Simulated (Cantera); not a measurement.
A freely propagating, adiabatic, planar premixed flame of H2 : O2 : N2 = 1 : 0.5 : 1.88 (molar parts), equivalence ratio 1.0, unburnt at 475 K and 13300 Pa; mixture-averaged transport, grid criteria slope 0.08 and curve 0.16, no radiation.

Detailed kinetics in Cantera: the H2/O2 subset of GRI-Mech 3.0, which has no nitrogen chemistry. Burning velocities carry a grid error of a few per cent, more on coarse grids.

x: mole fraction of selected species; z is measured from the peak of heat release.

```tsv
z (mm)	T (K)	u (m/s)	x H2	x O2	x HO2	x OH	x H2O	x H2O2
-18.1	475	3.98	0.296	0.148	<1e-8	<1e-8	<1e-8	<1e-8
-12.1	475	3.98	0.296	0.148	<1e-8	<1e-8	<1e-8	<1e-8
-9.06	475	3.98	0.296	0.148	<1e-8	<1e-8	<1e-8	<1e-8
-6.04	475	3.98	0.296	0.148	2.29e-8	<1e-8	<1e-8	<1e-8
-3.02	479	4.01	0.295	0.148	6.18e-5	1.42e-5	0.000161	1.06e-6
-1.51	630	5.19	0.272	0.145	5.02e-5	0.000445	0.0121	4.86e-6
0	1067	8.50	0.143	0.101	1.68e-5	0.00261	0.108	6.62e-7
1.51	1357	10.7	0.0510	0.0415	6.08e-6	0.00756	0.212	8.63e-7
3.02	1480	11.6	0.0457	0.0339	4.30e-6	0.00998	0.226	6.77e-7
6.04	…	12.5	0.0471	…	…	…	0.233	…
12.1	…	13.6	0.0472	…	…	…	0.243	…
24.2	1930	14.6	0.0453	0.0234	1.74e-6	0.0168	0.255	1.12e-7
48.3	2082	15.6	0.0412	0.0195	1.29e-6	0.0174	0.269	6.66e-8
```

**Question.** What belongs in the gaps?

**Answer.** 
- 6.04, T (K): 1619
- 6.04, x O2: 0.0306
- 6.04, x HO2: 3.25e-6
- 6.04, x OH: 0.0126
- 6.04, x H2O2: 4.10e-7
- 12.1, T (K): 1773
- 12.1, x O2: 0.0271
- 12.1, x HO2: 2.40e-6
- 12.1, x OH: 0.0151
- 12.1, x H2O2: 2.14e-7
